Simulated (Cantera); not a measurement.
Charge: 1 mol SiH2Cl2, 0.03 mol CH4, 1700 mol H2, held at 1523 K and 1.00 bar.

Method: chemical equilibrium by Gibbs-energy minimisation in Cantera with the NASA 1993 tables (ideal gas, pure condensed phases). Candidate condensed phases: C, C6H6, C7H8, C8H18, Si, SiC; 109 gas species. Kinetics and transport are ignored.

Base state: H2 0.999, HCl 0.00117, H 2.31e-5, CH4 1.76e-5 (mole fractions); condensed: Si(s).

Problem. What changes in the equilibrium state with this change: pressure from 1.00 bar to 1.00 mbar?

Solution. 
| species | before | after |
|---|---|---|
| H2 | 0.999 | 0.998 |
| HCl | 0.00117 | 0.00116 |
| H | 2.31e-5 | 0.000730 |
| Si | 1.80e-8 | 1.80e-5 |
| CH4 | 1.76e-5 | 1.83e-8 |
| Si(s), mol | 0.986 | 0.925 |
| SiC(s), mol | 0 | 0.0299 |
Mutual solubility and eutectic melting of coexisting phases are not modelled.
